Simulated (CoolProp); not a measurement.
Vapour-liquid equilibrium of cyclohexane (1) + n-heptane (2) at 56.55 °C; x and y are mole fractions of (1).

The numbers come from the multi-fluid Helmholtz-energy mixture model, Zhou 2014 and Span 2003; pair parameters Bell 2016 in CoolProp.

```tsv
x	bubble pressure (kPa)	y at the bubble point	dew pressure at overall composition x (kPa)	liquid density (mol/L)
0.05	25.70	0.092	25.16	6.598
0.15	28.02	0.253	26.49	6.782
0.25	30.30	0.389	27.97	6.974
0.35	(withheld)	(withheld)	29.61	7.178
0.45	34.73	0.605	31.44	7.393
0.55	36.87	0.693	33.50	7.621
0.65	(withheld)	0.772	35.79	7.862
0.75	(withheld)	0.844	38.36	8.119
0.85	(withheld)	0.909	41.21	(withheld)
0.95	45.03	0.971	44.35	(withheld)
```

### Question
Some entries are withheld; supply them.

### Answer

- 0.35, bubble pressure (kPa): 32.54
- 0.35, y at the bubble point: 0.505
- 0.65, bubble pressure (kPa): 38.97
- 0.75, bubble pressure (kPa): 41.02
- 0.85, bubble pressure (kPa): 43.04
- 0.85, liquid density (mol/L): 8.392
- 0.95, liquid density (mol/L): 8.682

No azeotrope shows between x = 0.05 and 0.95.

The pair parameters rest on a limited set of measurements; away from them the model extrapolates.
